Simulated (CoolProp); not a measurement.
Vapour pressure (bar) of tetradecamethylhexasiloxane (MD4M): the reference equation beside estimates from Tc = 653.2 K, pc = 8.286 bar, ω = 0.800.

The numbers come from the reference Helmholtz-energy equation of state, Thol 2019 in CoolProp.

```csv
T (K),reference,van der Waals,Soave-Redlich-Kwong
388.6,0.007283,0.6852,0.007990
422,0.03514,1.089,0.03634
455.4,0.1234,1.627,0.1243
488.7,0.3416,2.313,0.3417
522.1,0.7953,3.163,0.7987
555.5,1.624,4.189,1.644
588.8,3.003,5.397,3.059
```

Absolute difference from the reference over all 7 rows, mean and median: van der Waals 2091.2 and 577.1 %, Soave-Redlich-Kwong 2.5 and 1.2 %.
